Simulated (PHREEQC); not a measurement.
Dissolve 0.0034 mol/kgw CdCl2, 0.002 mol/kgw NaCl and 0.064 mol/kgw FeSO4 at 25 °C. Closed to the air; pH follows from the charge balance.

Equilibrium calculation in PHREEQC: ion-association model, wateq4f.dat.

```yaml
pH: 5.86
ionic_strength: 0.156 mol/kgw
```

| species | molality | activity | log γ |
|---|---|---|---|
| Fe+2 | 0.0378 | 0.0133 | -0.453 |
| SO4-2 | 0.0355 | 0.0114 | -0.495 |
| FeSO4 | 0.0260 | 0.0270 | 0.016 |
| Cl- | 0.00832 | 0.00608 | -0.136 |
| Na+ | 0.00189 | 0.00143 | -0.121 |
| CdSO4 | 0.00131 | 0.00136 | 0.016 |
| Cd+2 | 0.00125 | 0.000414 | -0.482 |
| Cd(SO4)2-2 | 0.000513 | 0.000169 | -0.482 |
| CdCl+ | 0.000317 | 0.000240 | -0.120 |
| FeCl+ | 0.000148 | 0.000112 | -0.122 |
| NaSO4- | 0.000107 | 8.17e-5 | -0.118 |

This is a speciation only: nothing precipitates in the calculation.
